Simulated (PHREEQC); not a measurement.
A PHREEQC input (ion-association model, phreeqc.dat):

```
SOLUTION 1
  temp 20
  units mg/kgw
  pH 6.74
  pe 12
  Na 1.34
  K 0.0332
  Ca 0.673
  Mg 1.98
  Cl 1.88
  S(6) 3.16 as SO4
  Alkalinity 8.69
  O(0) 0.00152
  Si 0.0313 as SiO2
  Cu(2) 0.00968
END
USE solution 1
EQUILIBRIUM_PHASES 1
  Gypsum 0 0
  CO2(g) -2 10
END
```

The run finishes without an error or a warning.

Its last state differs from that of the intended input:

```csv
quantity,as run,intended
pH,6.02,5.94
ionic strength (mol/kgw),0.000404,0.000389
HCO3- (mol/kgw),0.000174,0.000143
MgHCO3+ (mol/kgw),1.48e-7,1.22e-7
CaHCO3+ (mol/kgw),3.11e-8,2.57e-8
CuHCO3+ (mol/kgw),1.06e-8,8.96e-9
```

Q: One thing in the input isn't as intended. What explains the difference?

A: Several could match; the one computed here: The fault: 'as HCO3' left off the alkalinity, which is then read as CaCO3.
